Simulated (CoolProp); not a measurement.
Toluene at several states: Z from the reference equation and from simpler models built on Tc = 318.6 °C, pc = 4.126 MPa, ω = 0.266; each cubic takes its own stable root.

Computed with CoolProp (reference Helmholtz-energy equation of state, Lemmon 2006). It is a short technical equation, of lower accuracy than the large ones.

| T (°C) | p (MPa) | phase | reference |
|---|---|---|---|
| 168.45 | 0.0324 | gas | 0.9923 |
| 201.05 | 0.457 | gas | 0.9081 |
| -66.05 | 0.955 | liquid | 0.05395 |
| 107.65 | 0.0189 | gas | 0.9925 |

### Question
How far does each simpler model (van der Waals, Redlich-Kwong, Soave-Redlich-Kwong, Peng-Robinson) lie from the reference over these 4 states: mean and median of the absolute difference, and the worst?

### Answer
- van der Waals: mean 19.4 %, median 2.0 %, worst +73.3 % at -66.05 °C and 0.955 MPa
- Redlich-Kwong: mean 4.7 %, median 1.1 %, worst +16.4 % at -66.05 °C and 0.955 MPa
- Soave-Redlich-Kwong: mean 4.2 %, median 0.7 %, worst +15.4 % at -66.05 °C and 0.955 MPa
- Peng-Robinson: mean 0.9 %, median 0.4 %, worst +3.0 % at -66.05 °C and 0.955 MPa
